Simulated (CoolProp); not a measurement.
Vapour pressure (MPa) of hydrogen chloride: the reference equation beside estimates from Tc = 51.5 °C, pc = 8.314 MPa, ω = 0.130. Clausius-Clapeyron is anchored at -21.05 °C with a constant enthalpy of vaporisation of 12.95 kJ/mol.

Values from CoolProp's reference Helmholtz-energy equation of state, Thol 2018.

```csv
T (°C),reference,Lee-Kesler,Clausius-Clapeyron,van der Waals,Redlich-Kwong,Soave-Redlich-Kwong,Peng-Robinson
-21.05,1.431,1.446,1.431,2.772,1.647,1.452,1.439
-17.45,1.594,1.612,1.561,2.963,1.827,1.621,1.605
-13.85,1.771,1.792,1.699,3.162,2.020,1.803,1.785
-10.25,1.962,1.985,1.844,3.369,2.227,2.000,1.980
-6.65,2.168,2.194,1.998,3.585,2.447,2.212,2.189
-3.05,2.389,2.417,2.160,3.809,2.683,2.440,2.414
0.55,2.627,2.657,2.330,4.042,2.933,2.685,2.656
4.15,2.881,2.913,2.509,4.284,3.199,2.946,2.915
7.75,3.154,3.187,2.696,4.534,3.480,3.226,3.192
11.35,3.445,3.480,2.892,4.793,3.778,3.524,3.488
14.95,3.756,3.792,3.097,5.061,4.092,3.841,3.804
```

Absolute difference from the reference over all 11 rows, mean and median: Lee-Kesler 1.1 and 1.1 %, Clausius-Clapeyron 9.3 and 9.6 %, van der Waals 61.3 and 59.4 %, Redlich-Kwong 12.2 and 12.3 %, Soave-Redlich-Kwong 2.0 and 2.1 %, Peng-Robinson 1.0 and 1.0 %.
